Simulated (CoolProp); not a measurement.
Ethylene along the isobar 41.8 bar: density (kg/m³) from the reference equation and from simpler models built on Tc = 9.2 °C, pc = 50.42 bar, ω = 0.087; each cubic takes its own stable root.

The numbers come from the reference Helmholtz-energy equation of state, Smukala 2000 in CoolProp.

```csv
T (°C),phase,reference
-116.25,liquid,588.7
-107.45,liquid,576.8
-98.65,liquid,564.6
-89.85,liquid,552.1
-81.05,liquid,539.2
-72.25,liquid,525.7
-63.45,liquid,511.7
-54.65,liquid,496.8
-45.85,liquid,480.9
-37.05,liquid,463.7
-28.25,liquid,444.5
-19.45,liquid,422.5
```

How far does each simpler model (van der Waals, Redlich-Kwong, Soave-Redlich-Kwong, Peng-Robinson) lie from the reference over these 12 states: mean and median of the absolute difference, and the worst?


- van der Waals: mean 33.7 %, median 33.6 %, worst -34.1 % at -116.25 °C and 41.8 bar
- Redlich-Kwong: mean 5.7 %, median 4.9 %, worst -10.8 % at -19.45 °C and 41.8 bar
- Soave-Redlich-Kwong: mean 5.1 %, median 4.3 %, worst -9.6 % at -19.45 °C and 41.8 bar
- Peng-Robinson: mean 7.2 %, median 8.2 %, worst +9.0 % at -98.65 °C and 41.8 bar
